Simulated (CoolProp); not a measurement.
Vapour-liquid equilibrium of ethane (1) + n-butane (2) at 0.316 MPa; x and y are mole fractions of (1).

Values from CoolProp's multi-fluid Helmholtz-energy mixture model, Bücker 2006 and Bücker 2006; pair parameters Kunz 2012.

```
x     bubble temperature (K)  y at the bubble point  dew temperature at overall composition x (K)  liquid density (mol/L)
----  ----------------------  ---------------------  --------------------------------------------  ----------------------
0.05                   290.3                  0.406                                         305.1                   10.17
0.15                   265.2                  0.777                                         301.4                   11.03
0.25                   248.9                  0.900                                         297.4                   11.76
0.35                   238.0                  0.948                                         293.0                   12.44
0.45                   230.2                  0.971                                         288.1                   13.10
0.55                   224.3                  0.983                                         282.5                   13.76
0.65                   219.7                  0.989                                         276.0                   14.44
0.75                   216.0                  0.994                                         267.8                   15.14
0.85                   212.8                  0.997                                         256.8                   15.87
0.95                   210.0                  0.999                                         237.6                   16.64
```

No azeotrope shows between x = 0.05 and 0.95.

Pair parameters are fitted to limited data, so mixtures are less certain than the pure fluids.
